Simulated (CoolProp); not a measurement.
Vapour-liquid equilibrium of dimethyl ether (1) + methanol (2) at 231.1 K; x and y are mole fractions of (1).

The numbers come from the multi-fluid Helmholtz-energy mixture model, Wu 2011 and de Reuck 1993; pair parameters Bell 2016 in CoolProp.

Question: Give the bubble pressure and the first vapour's composition at x = 0.05, 0.2, 0.8. Is there an azeotrope?

Answer: x = 0.05: 0.006022 MPa, y = 0.973; x = 0.2: 0.01914 MPa, y = 0.992; x = 0.8: 0.03801 MPa, y = 0.997. No azeotrope shows between x = 0.05 and 0.95.

The pair parameters rest on a limited set of measurements; away from them the model extrapolates. With so large a gap from Raoult's law the liquid may split in two, which this calculation doesn't test in full.
